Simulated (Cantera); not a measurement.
A perfectly stirred reactor is fed with 1.86 % H2, 98.1 % O2, at 0.0336 atm; it is held at 1423 K, and followed from long to short residence time.

Model: GRI-Mech 3.0 (53 species, 325 reactions), integrated in Cantera. Radical loss at walls, strong at low pressure, is not modelled.

Question: Predict: x(H2) at τ = 3.70 s; x(O2) at τ = 3.70 s; x(HO2) at τ = 3.70 s; x(H2O2) at τ = 3.70 s; x(H2O) at τ = 3.70 s; x(H2) at τ = 43.0 ms; x(O2) at τ = 43.0 ms; x(HO2) at τ = 43.0 ms; x(H2O2) at τ = 43.0 ms; x(H2O) at τ = 43.0 ms.

Answer: 
- x(H2) at τ = 3.70 s: 1.21e-5
- x(O2) at τ = 3.70 s: 0.980
- x(HO2) at τ = 3.70 s: 2.83e-7
- x(H2O2) at τ = 3.70 s: 1.08e-8
- x(H2O) at τ = 3.70 s: 0.0185
- x(H2) at τ = 43.0 ms: 0.000156
- x(O2) at τ = 43.0 ms: 0.972
- x(HO2) at τ = 43.0 ms: 1.34e-6
- x(H2O2) at τ = 43.0 ms: 3.70e-8
- x(H2O) at τ = 43.0 ms: 0.0174
